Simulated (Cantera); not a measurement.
A closed system holds: 1 mol CO, 2.7 mol H₂, held at 2000 K and 13.3 mbar.

Method: chemical equilibrium by Gibbs-energy minimisation in Cantera with the NASA 1993 tables (ideal gas, pure condensed phases). Candidate condensed phases: C, C₆H₆, C₇H₈, C₈H₁₈, H₂O; 110 gas species. Kinetics and transport are ignored.

Base state: H₂ 0.719, CO 0.269, H 0.0119 (mole fractions); condensed: gas only.

**Question.** What changes in the equilibrium state with this change: temperature from 2000 K to 648.15 K?

**Answer.** 
| species | before | after |
|---|---|---|
| H₂ | 0.719 | 0.570 |
| H₂O | 4.61e-6 | 0.230 |
| CH₄ | 1.92e-7 | 0.118 |
| CO | 0.269 | 0.0111 |
| H | 0.0119 | <1e-9 |
| CO₂ | 3.76e-7 | 0.0711 |
| C(graphite), mol | 0 | 0.479 |
